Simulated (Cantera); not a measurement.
A Cantera script and its output.

```python
import numpy as np
import cantera as ct

gas = ct.Solution("gri30.yaml", transport_model="mixture-averaged")
show = ['CO2', 'H', 'H2']

rows = []
print(f"{'T/K':>7s}{'rho':>11s}{'cp':>10s}{'mu':>11s}{'lambda':>11s}{'Pr':>7s}" + "".join(f"{'D_' + s:>11s}" for s in show))
for T in [400, 600, 800, 1000, 1200, 1400, 1600, 1800]:
    gas.TPX = T, 70, {'NO': 0.28}
    Pr = gas.cp_mass * gas.viscosity / gas.thermal_conductivity
    D = [gas.mix_diff_coeffs_mole[gas.species_index(s)] for s in show]
    rows.append([gas.density, gas.cp_mass, gas.viscosity, gas.thermal_conductivity, Pr, *D])
    print(f"{T:7g}{gas.density:11.4e}{gas.cp_mass:10.1f}{gas.viscosity:11.4e}"
          f"{gas.thermal_conductivity:11.4e}{Pr:7.3f}" + "".join(f"{d:11.4e}" for d in D))
print("SI units: kg/m3, J/kg/K, Pa s, W/m/K, m2/s")
```

Result:

```
    T/K        rho        cp         mu     lambda     Pr      D_CO2        D_H       D_H2
    400 6.3156e-04     998.6 2.3120e-05 3.2415e-02  0.712 3.7775e-02 2.9400e-01 1.8324e-01
    600 4.2104e-04    1040.9 3.0618e-05 4.5123e-02  0.706 7.7126e-02 5.9199e-01 3.6151e-01
    800 3.1578e-04    1092.2 3.7097e-05 5.7252e-02  0.708 1.2639e-01 9.6380e-01 5.8351e-01
   1000 2.5262e-04    1132.7 4.2948e-05 6.8643e-02  0.709 1.8449e-01 1.4018e+00 8.4500e-01
   1200 2.1052e-04    1159.2 4.8363e-05 7.9343e-02  0.707 2.5069e-01 1.9008e+00 1.1431e+00
   1400 1.8044e-04    1181.0 5.3449e-05 8.9432e-02  0.706 3.2447e-01 2.4570e+00 1.4755e+00
   1600 1.5789e-04    1198.6 5.8275e-05 9.8988e-02  0.706 4.0543e-01 3.0675e+00 1.8405e+00
   1800 1.4035e-04    1212.8 6.2887e-05 1.0808e-01  0.706 4.9323e-01 3.7297e+00 2.2366e+00
SI units: kg/m3, J/kg/K, Pa s, W/m/K, m2/s
```

Computed with Cantera and GRI-Mech 3.0 (53 species, 325 reactions). The composition is frozen, though it would react at the higher temperatures.
